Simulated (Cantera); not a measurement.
A Cantera script and its output.

```python
import numpy as np
import cantera as ct

gas = ct.Solution("gri30.yaml")


def delay(T, t_max=10):
    gas.TPX = T, 3700000, {'CH4': 1.6, 'CO': 1.1, 'O2': 2.55, 'N2': 9.59}
    reactor = ct.IdealGasConstPressureReactor(gas, clone=False)
    net = ct.ReactorNet([reactor])
    net.rtol, net.atol = 1e-8, 1e-16
    while net.time < t_max:
        t_old, T_old = net.time, reactor.T
        net.step()
        if reactor.T > T + 400:  # ignition: a rise of 400 K
            return t_old + (T + 400 - T_old) / (reactor.T - T_old) * (net.time - t_old)
    return np.nan


taus = []
for T in [1123, 1223, 1323, 1423, 1523, 1623]:
    taus.append(delay(T))
    print(f"T0 = {T:6g} K   tau = {taus[-1]:.4e} s")
```

Output:

```
T0 =   1123 K   tau = 9.6494e-03 s
T0 =   1223 K   tau = 2.1597e-03 s
T0 =   1323 K   tau = 5.9583e-04 s
T0 =   1423 K   tau = 1.9238e-04 s
T0 =   1523 K   tau = 6.9915e-05 s
T0 =   1623 K   tau = 2.7923e-05 s
```

Model: GRI-Mech 3.0 (53 species, 325 reactions), integrated in Cantera. The pressure lies above the range GRI-Mech 3.0 was tuned for (to about 10 atm).
